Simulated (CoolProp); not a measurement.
Aqueous potassium formate as a coolant, 35 % by mass, freezing at -27.4 °C, 1 atm.

The numbers come from the Melinder's fits for secondary coolants in CoolProp.

| T (°C) | conductivity (W/(m K)) | Prandtl number | density (kg/m³) | cp (kJ/(kg K)) |
|---|---|---|---|---|
| -18.2 | 0.484 | 32.5 | 1239 | 2.935 |
| -11.9 | 0.491 | 25.4 | 1237 | 2.947 |
| -5.6 | 0.499 | 20.3 | [?] | 2.958 |
| 0.7 | 0.507 | 16.7 | 1233 | 2.970 |
| 7 | 0.514 | 14.0 | [?] | [?] |
| 13.3 | 0.522 | 12.0 | 1228 | [?] |
| 19.6 | 0.529 | 10.4 | 1225 | 3.003 |
| 25.9 | 0.537 | 9.12 | 1223 | [?] |
| 32.2 | [?] | 8.09 | [?] | 3.026 |
| 38.5 | 0.552 | [?] | 1217 | 3.039 |

Problem. What belongs in the gaps?

Solution. 
- -5.6, density (kg/m³): 1235
- 7, density (kg/m³): 1230
- 7, cp (kJ/(kg K)): 2.981
- 13.3, cp (kJ/(kg K)): 2.992
- 25.9, cp (kJ/(kg K)): 3.015
- 32.2, conductivity (W/(m K)): 0.544
- 32.2, density (kg/m³): 1220
- 38.5, Prandtl number: 7.22
